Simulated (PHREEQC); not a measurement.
NaOH is added in steps, without added water, to 1 kg of water holding 2.7 mmol/kgw Cu(BF4)2 and 0.037 mmol/kgw NaCl, at 45 °C. Oxygen is held at 0.21 atm. The system is closed to CO2. Only these solids could form: Cu(OH)2, Atacamite, Halite, CuF2:2H2O.

Base run: PHREEQC, ion-association model, wateq4f.dat. Each further column changes one thing. The table gives pH.

| NaOH added (mol) | base | NaCl from 3.7e-05 to 3.33e-05 mol/kgw | Cu(BF4)2 from 0.0027 to 0.00135 mol/kgw | diluted 2-fold with water |
|---|---|---|---|---|
| 0 | 3.04 | 3.04 | 3.10 | 3.10 |
| 0.0035 | 3.57 | 3.57 | 3.76 | 3.76 |
| 0.008167 | 4.10 | 4.10 | 5.55 | 5.55 |
| 0.01167 | 4.47 | 4.47 | 8.70 | 8.70 |
| 0.01633 | 5.45 | 5.45 | 10.81 | 10.81 |
| 0.01983 | 5.71 | 5.71 | 11.14 | 11.15 |
| 0.0245 | 9.07 | 9.07 | 11.38 | 11.38 |
| 0.028 | 10.41 | 10.41 | 11.49 | 11.49 |

Constants without temperature data keep their 25 °C values here. Real BF4- forms and hydrolyses slowly; the run takes it at equilibrium. The database's constant for dissolved Cu(OH)2 is higher than later reviews accept.
